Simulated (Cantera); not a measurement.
Input (Python, Cantera):

```python
import numpy as np
import cantera as ct

gas = ct.Solution("gri30.yaml")
gas.TPX = 1500, 42000, {'CH4': 1, 'C2H6': 0.05, 'C3H8': 0.69, 'O2': 10.6, 'N2': 105}
reactor = ct.IdealGasReactor(gas, energy="on", clone=False)
net = ct.ReactorNet([reactor])
net.rtol, net.atol = 1e-08, 1e-16
show = ['CH4', 'C2H6', 'C3H8', 'HCO', 'H2O2', 'CO2']
times = np.geomspace(1e-06, 1, 16)

steps = ct.SolutionArray(gas, extra=["t"])
rows = []
print(f"{'t/s':>10s}{'T/K':>9s}{'P/Pa':>11s}" + "".join(f"{s:>11s}" for s in show))
for t in times:
    while net.time < t:
        t_next = net.step()
        steps.append(gas.state, t=t_next)
    rows.append([np.interp(t, steps.t, y) for y in (steps.T, steps.P, *steps(*show).X.T)])
    print(f"{t:10.3e}{rows[-1][0]:9.1f}{rows[-1][1]:11.4g}" + "".join(f"{x:11.3e}" for x in rows[-1][2:]))
rate = np.gradient(steps.T, steps.t)
print("integrator steps:", len(steps.t))
if steps.T.max() > steps.T[0] + 200:
    print(f"time of steepest temperature rise: {steps.t[rate.argmax()]:.4e} s")
gas.TPX = 1500, 42000, {'CH4': 1, 'C2H6': 0.05, 'C3H8': 0.69, 'O2': 10.6, 'N2': 105}
gas.equilibrate("UV")
print(f"equilibrium (UV): T = {gas.T:.1f} K  " + "  ".join(f"{s} {gas[s].X[0]:.3e}" for s in show))
```

Output:

```
       t/s      T/K       P/Pa        CH4       C2H6       C3H8        HCO       H2O2        CO2
 1.000e-06   1499.9    4.2e+04  8.522e-03  4.259e-04  5.871e-03  3.652e-13  8.131e-11  2.551e-12
 2.512e-06   1499.7  4.199e+04  8.522e-03  4.256e-04  5.856e-03  2.616e-11  1.128e-09  2.024e-10
 6.310e-06   1499.1  4.198e+04  8.518e-03  4.243e-04  5.810e-03  8.795e-10  1.391e-08  1.260e-08
 1.585e-05   1497.7  4.195e+04  8.495e-03  4.193e-04  5.657e-03  1.046e-08  1.323e-07  3.875e-07
 3.981e-05   1495.1   4.19e+04  8.404e-03  4.203e-04  5.195e-03  1.069e-07  5.156e-07  5.845e-06
 1.000e-04   1496.4  4.203e+04  8.039e-03  5.694e-04  3.740e-03  1.124e-06  7.037e-07  6.106e-05
 2.512e-04   1800.1  5.168e+04  3.876e-04  1.042e-07  4.906e-10  1.720e-05  1.310e-07  3.083e-03
 6.310e-04   1933.0  5.523e+04  9.195e-19  3.438e-34  8.566e-50  3.982e-09  7.016e-08  1.928e-02
 1.585e-03   2048.5  5.814e+04  7.318e-20  3.463e-36  1.036e-52  8.977e-10  3.917e-08  2.219e-02
 3.981e-03   2124.2  6.003e+04  5.668e-21  1.371e-38  2.959e-56  9.456e-11  2.303e-08  2.481e-02
 1.000e-02   2153.0  6.074e+04  1.080e-21  1.796e-40  6.021e-59  1.317e-11  1.924e-08  2.596e-02
 2.512e-02   2155.8  6.081e+04  8.391e-22  9.994e-41  2.722e-59  9.466e-12  1.924e-08  2.609e-02
 6.310e-02   2155.0  6.079e+04  8.299e-22  8.679e-41  2.179e-59  9.369e-12  1.916e-08  2.609e-02
 1.585e-01   2153.1  6.073e+04  8.107e-22  8.287e-41  2.034e-59  9.180e-12  1.898e-08  2.610e-02
 3.981e-01   2149.5  6.063e+04  7.739e-22  7.560e-41  1.776e-59  8.825e-12  1.862e-08  2.611e-02
 1.000e+00   2144.9   6.05e+04  7.293e-22  6.721e-41  1.493e-59  8.403e-12  1.819e-08  2.613e-02
integrator steps: 1632
time of steepest temperature rise: 2.4228e-04 s
equilibrium (UV): T = 2142.7 K  CH4 1.135e-21  C2H6 1.196e-40  C3H8 2.880e-59  HCO 8.199e-12  H2O2 1.798e-08  CO2 2.613e-02
```

Cantera simulation using GRI-Mech 3.0 (53 species, 325 reactions); the numbers are that mechanism's predictions, not measurements. GRI-Mech 3.0 was tuned for natural gas; its chemistry of propane as a main component is partial and can be far from experiment.
